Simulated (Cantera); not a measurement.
**CH₂F₂ + HCl + H₂ (fluorocarbon and chlorocarbon gases)**

Input: 1 mol CH₂F₂, 0.025 mol HCl, 0.47 mol H₂, at 3000 K and 1.60 mbar.

Method: chemical equilibrium by Gibbs-energy minimisation in Cantera with the NASA 1993 tables (ideal gas, pure condensed phases). Candidate condensed phases: C, C₆H₆, C₇H₈, C₈H₁₈; 118 gas species. The numbers say what is thermodynamically allowed, not how fast it happens.

x(HF): 0.407
x(H): 0.355
x(F): 0.111
x(C₃): 0.0681
x(C): 0.0223
x(C₂): 0.00983
x(CF): 0.00901
x(H₂): 0.00810
x(Cl): 0.00637
gas amount: 3.795 mol
log10 activity of C(graphite) (absent): -0.15
